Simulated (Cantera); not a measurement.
Cantera run, input and output.

```python
import numpy as np
import cantera as ct

gas = ct.Solution("gri30.yaml")
gas.TPX = 748, 101325, {'CH4': 1, 'O2': 4.55, 'N2': 17.1, 'H2O': 5.7}
inlet = ct.Reservoir(gas, clone=True)
gas.equilibrate("HP")  # start burning
reactor = ct.IdealGasConstPressureReactor(gas, energy="on", clone=False)
exhaust = ct.Reservoir(gas, clone=True)
tau = [0.096, 0.046, 0.022, 0.011, 0.005, 0.0024, 0.0011, 0.00055, 0.00026, 0.00013, 6e-05, 2.9e-05][0]
for a, b in ((inlet, reactor), (reactor, exhaust)):
    ct.MassFlowController(a, b, mdot=lambda t: reactor.mass / tau)
net = ct.ReactorNet([reactor])
show = ['CH4', 'O2', 'H2O', 'H2', 'O']

rows = []
print(f"{'tau/s':>10s}{'T/K':>9s}" + "".join(f"{s:>11s}" for s in show))
for tau in [0.096, 0.046, 0.022, 0.011, 0.005, 0.0024, 0.0011, 0.00055, 0.00026, 0.00013, 6e-05, 2.9e-05]:
    net.initial_time = 0.0
    net.advance(30 * tau)
    before = gas.X
    net.advance(40 * tau)
    drift = np.max(np.abs(gas.X - before) / (gas.X + 1e-9))
    rows.append([gas.T, *gas[show].X, drift])
    print(f"{tau:10.3e}{gas.T:9.1f}" + "".join(f"{x:11.3e}" for x in gas[show].X))
```

It prints:

```
     tau/s      T/K        CH4         O2        H2O         H2          O
 9.600e-02   1509.5  2.535e-05  9.000e-02  2.712e-01  5.748e-05  2.517e-05
 4.600e-02   1507.1  4.099e-05  9.009e-02  2.710e-01  9.402e-05  3.983e-05
 2.200e-02   1503.2  6.707e-05  9.026e-02  2.708e-01  1.544e-04  6.292e-05
 1.100e-02   1497.5  1.083e-04  9.054e-02  2.704e-01  2.463e-04  9.558e-05
 5.000e-03   1486.5  1.937e-04  9.116e-02  2.698e-01  4.190e-04  1.489e-04
 2.400e-03   1467.7  3.597e-04  9.235e-02  2.688e-01  6.923e-04  2.091e-04
 1.100e-03    748.0  3.527e-02  1.605e-01  2.011e-01 -2.728e-16  8.388e-19
 5.500e-04    748.0  3.527e-02  1.605e-01  2.011e-01  5.060e-20  4.095e-19
 2.600e-04    748.0  3.527e-02  1.605e-01  2.011e-01  1.109e-20  1.840e-19
 1.300e-04    748.0  3.527e-02  1.605e-01  2.011e-01  2.748e-21  8.411e-20
 6.000e-05    748.0  3.527e-02  1.605e-01  2.011e-01  5.763e-22  3.235e-20
 2.900e-05    748.0  3.527e-02  1.605e-01  2.011e-01  1.324e-22  1.174e-20
```

Detailed kinetics in Cantera: GRI-Mech 3.0 (53 species, 325 reactions).
